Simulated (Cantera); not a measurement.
Standard-state values (1 bar) from the NASA 1993 polynomials, evaluated with Cantera. Values are per mole of reaction as written; species without (g) are pure solids or liquids, kept so even where they would boil at 1 bar.

Q: Between 300 and 1298 K, where is each reaction favourable under standard conditions?
- 2 VO2(g) + NO(g) + 3 H(g) → NH3(g) + V2O5

A: 
- 2 VO2(g) + NO(g) + 3 H(g) → NH3(g) + V2O5: ΔG° is -1648 kJ at 300 K and -921 kJ at 1298 K; it stays negative (K > 1). ΔH° is -1788 kJ and ΔS° -668 J/K at 1298 K.
